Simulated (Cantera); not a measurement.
Charge: 1 mol Si, 6.5 mol HBr, 0.45 mol H₂, at 1200 K and 210 Torr.

Method: chemical equilibrium by Gibbs-energy minimisation in Cantera with the NASA 1993 tables (ideal gas, pure condensed phases). Candidate condensed phases: Br₂, Si; 19 gas species. The tables' values for SiBr₃ are old estimates; treat these amounts as uncertain. Kinetics and transport are ignored.

Base state: HBr 0.425, H₂ 0.407, SiBr₄ 0.163, SiHBr₃ 0.00254, SiBr₃ 0.00153, SiBr₂ 0.000976, Br 0.000103, SiH₂Br₂ 1.89e-5 (mole fractions); condensed: gas only.

Q: What changes in the equilibrium state with this change: temperature from 1200 K to 900 K?

A: 
```json
[
 {"species": "HBr", "before": "0.425", "after": "0.420"},
 {"species": "H₂", "before": "0.407", "after": "0.411"},
 {"species": "SiBr₄", "before": "0.163", "after": "0.168"},
 {"species": "SiBr₂", "before": "0.000976", "after": "9.57e-8"},
 {"species": "SiBr₃", "before": "0.00153", "after": "5.27e-6"},
 {"species": "Br", "before": "0.000103", "after": "6.27e-7"}
]
```

Q: What changes in the equilibrium state with this change: H₂ from 0.45 to 9.3 mol?

A: 
```csv
species,before,after
H₂,0.407,0.752
HBr,0.425,0.181
SiBr₄,0.163,0.0579
SiH₂Br₂,1.89e-5,0.000127
SiBr₂,0.000976,0.00354
Br,0.000103,3.23e-5
SiHBr₃,0.00254,0.00393
```
